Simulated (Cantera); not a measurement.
Feed: 1 mol C6H6, 0.34 mol O2, equilibrated at 2073 K and 46.0 mbar.

These are equilibrium values from Cantera (NASA tables, ideal gas, pure condensed phases), not measurements of a reactor. Candidate condensed phases: C, C6H6, C7H8, C8H18, H2O; 110 gas species. Kinetics and transport are ignored.

Base state: H2 0.804, CO 0.184, H 0.0110, C2H2 (acetylene) 0.000986, CH4 1.05e-5 (mole fractions); condensed: C(graphite).

### Question
What changes in the equilibrium state with this change: C6H6 replaced by C2H6?

### Answer
| species | before | after |
|---|---|---|
| H2 | 0.804 | 0.804 |
| CO | 0.184 | 0.184 |
| H | 0.0110 | 0.0110 |
| C2H2 (acetylene) | 0.000986 | 0.000986 |
| CH4 | 1.05e-5 | 1.05e-5 |
| C(graphite), mol | 5.31 | 1.31 |

### Question
What changes in the equilibrium state with this change: temperature from 2073 K to 600 K?

### Answer
| species | before | after |
|---|---|---|
| CH4 | 1.05e-5 | 0.405 |
| H2 | 0.804 | 0.305 |
| H2O | 6.02e-7 | 0.266 |
| H | 0.0110 | <1e-9 |
| CO2 | 2.84e-8 | 0.0229 |
| CO | 0.184 | 0.000930 |
| C2H2 (acetylene) | 0.000986 | <1e-9 |
| C(graphite), mol | 5.31 | 5.07 |
